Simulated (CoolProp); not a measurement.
The numbers come from the reference Helmholtz-energy equation of state, Lemmon 2006 in CoolProp. It is a short technical equation, of lower accuracy than the large ones.

Give the vapour pressure (MPa), enthalpy of vaporisation (kJ/kg), vapour Z, vapour viscosity (µPa s) of saturated C2F6 (R116) at -57.55, -54.55, -51.45 °C.


```csv
T (°C),p (MPa),enthalpy of vaporisation (kJ/kg),vapour Z,vapour viscosity (µPa s)
-57.55,0.271,107,0.910,10.0
-54.55,0.308,106,0.901,10.2
-51.45,0.349,104,0.892,10.3
```

Viscosity comes from a separate model (Huber 2003), an estimate that may be off by 10 % or more.
